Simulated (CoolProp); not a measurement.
Sulfur hexafluoride along the isotherm 151.55 °C: density (kg/m³) from the reference equation and from simpler models built on Tc = 45.6 °C, pc = 3.755 MPa, ω = 0.210; each cubic takes its own stable root.

The numbers come from the reference Helmholtz-energy equation of state, Guder 2009 in CoolProp.

| p (MPa) | phase | reference |
|---|---|---|
| 0.171 | gas | 7.112 |
| 0.341 | gas | 14.26 |
| 0.512 | gas | 21.54 |
| 0.683 | gas | 28.89 |
| 0.853 | gas | 36.29 |
| 1.02 | gas | 43.64 |
| 1.19 | gas | 51.20 |
| 1.37 | gas | 59.31 |
| 1.54 | gas | 67.06 |
| 1.71 | gas | 74.90 |
| 1.88 | gas | 82.83 |

Problem. How far does each simpler model (ideal gas, van der Waals, Redlich-Kwong, Soave-Redlich-Kwong, Peng-Robinson) lie from the reference over these 11 states: mean and median of the absolute difference, and the worst?

Solution. 
- ideal gas: mean 3.3 %, median 3.3 %, worst -6.1 % at 151.55 °C and 1.88 MPa
- van der Waals: mean 0.8 %, median 0.7 %, worst +1.5 % at 151.55 °C and 1.88 MPa
- Redlich-Kwong: mean 0.6 %, median 0.6 %, worst +1.2 % at 151.55 °C and 1.88 MPa
- Soave-Redlich-Kwong: mean 0.1 %, median 0.1 %, worst -0.2 % at 151.55 °C and 1.88 MPa
- Peng-Robinson: mean 0.7 %, median 0.7 %, worst +1.2 % at 151.55 °C and 1.88 MPa
